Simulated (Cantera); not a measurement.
What does this Cantera script print?

```python
import numpy as np
import cantera as ct

gas_names = """
    N NO NO2 NO3 N2 N2O O O2 O3
""".split()
cond_names = """

""".split()


def load(file, names, dense=False):
    # The tables refer to 1 bar. Condensed volumes are neglected.
    table = {s.name: s for s in ct.Species.list_from_file(file)}
    out = []
    for n in names:
        d = dict(table[n].input_data)
        d["thermo"] = dict(d["thermo"], **{"reference-pressure": 1e5})
        if dense:
            d["equation-of-state"] = {"model": "constant-volume", "density": "1e6 g/cm^3"}
        out.append(ct.Species.from_dict(d))
    return out


gas = ct.Solution(thermo="ideal-gas", species=load("nasa_gas.yaml", gas_names))
cond = {s.name: ct.Solution(thermo="fixed-stoichiometry", species=[s], name=s.name)
        for s in load("nasa_condensed.yaml", cond_names, dense=True)}
atoms = {
    'N2O': {'N': 2, 'O': 1},
    'O2': {'O': 2},
    'N2': {'N': 2},
}
top_T = {}  # K; cautious upper limits of use, not melting points


def equilibrate(T, P, feed):
    n = {}
    for name, mol in feed.items():
        for a, k in atoms[name].items():
            n[a] = n.get(a, 0.0) + k * mol
    gas.TPX = T, P, n
    mass = sum(n.values()) * gas.mean_molecular_weight
    gas.equilibrate("TP")
    valid = [c for c in cond.values() if c.min_temp <= T <= top_T.get(c.name, c.max_temp)]
    mix = ct.Mixture([(gas, mass / gas.mean_molecular_weight)] + [(c, 0.0) for c in valid])
    mix.T, mix.P = T, P
    mix.equilibrate("TP", solver="vcs", rtol=1e-11, max_steps=5000)
    return mix


results = []
feed = {'N2O': 1, 'O2': 3.8, 'N2': 0.63}  # mol
T = 1673  # K
P = 101325  # Pa
mix = equilibrate(T, P, feed)
results.append((T, P, feed, dict(zip(mix.species_names, mix.species_moles))))
print(gas.report(threshold=1e-05))
for i in range(1, mix.n_phases):
    print(f"{mix.phase(i).name:16s} {mix.phase_moles(i):12.5e} mol")
```

Result:

```
       temperature   1673 K
          pressure   1.0132e+05 Pa
           density   0.2251 kg/m^3
  mean mol. weight   30.903 kg/kmol
   phase of matter   gas

                          1 kg             1 kmol
                     ---------------   ---------------
          enthalpy         1.505e+06        4.6509e+07  J
   internal energy        1.0549e+06        3.2599e+07  J
           entropy            8495.1        2.6252e+05  J/K
    Gibbs function       -1.2707e+07       -3.9269e+08  J
 heat capacity c_p              1182             36527  J/K
 heat capacity c_v            912.93             28212  J/K

                      mass frac. Y      mole frac. X     chem. pot. / RT
                     ---------------   ---------------   ---------------
                NO         0.0027744         0.0028573           -28.047
               NO2        2.6684e-05        1.7924e-05           -42.274
                N2           0.24787           0.27343           -27.638
                 O        1.4623e-05        2.8245e-05           -14.228
                O2           0.74931           0.72366           -28.455
     [   +4 minor]        1.5199e-07        1.0612e-07
```

These are equilibrium values from Cantera (NASA tables, ideal gas, pure condensed phases), not measurements of a reactor.
